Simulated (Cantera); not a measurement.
Cantera with NASA thermochemical tables; ideal gases at 1 bar, condensed phases pure. Values are per mole of reaction as written; species without (g) are pure solids or liquids, kept so even where they would boil at 1 bar.

Question: Between 1198 and 1948 K, where is each reaction favourable under standard conditions?
- H₂O(g) + 3 Ti₄O₇ = 4 Ti₃O₅ + 2 OH(g)

Answer: 
- H₂O(g) + 3 Ti₄O₇ = 4 Ti₃O₅ + 2 OH(g): ΔG° is 491 kJ at 1198 K and 335 kJ at 1948 K; it stays positive (K < 1). ΔH° is 766 kJ and ΔS° 221 J/K at 1948 K.
